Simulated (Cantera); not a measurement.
Equilibrium for aluminium and copper etching: Al + Cl₂

Feed: 1 mol Al, 7.3 mol Cl₂, equilibrated at 377 °C.

Cantera equilibrium calculation (NASA polynomials, part measured and part estimated; ideal gas, pure solids and liquids). Candidate condensed phases: Al, AlCl₃; 8 gas species. Kinetics and transport are ignored.

| P (Pa) | log p Cl₂ | log p AlCl₃ | log p Al₂Cl₆ | log p Cl |
|---|---|---|---|---|
| 1 | -5.07 | -5.83 | -9.34 | -9.42 |
| 5.20 | -4.35 | -5.12 | -7.91 | -9.06 |
| 27 | -3.64 | -4.41 | -6.49 | -8.70 |
| 140 | -2.92 | -3.72 | -5.11 | -8.35 |
| 720 | -2.20 | -3.09 | -3.86 | -7.99 |
| 3700 | -1.48 | -2.58 | -2.82 | -7.63 |
| 19000 | -0.77 | -2.14 | -1.95 | -7.27 |
| 100000 | -0.04 | -1.74 | -1.16 | -6.91 |
log p: log10 of the partial pressure in bar; nothing condenses.

From 1.00e-5 bar to 1.00 bar nothing is condensed. The main Al-bearing gas is AlCl₃ at 1.00e-5 bar and Al₂Cl₆ at 1.00 bar.
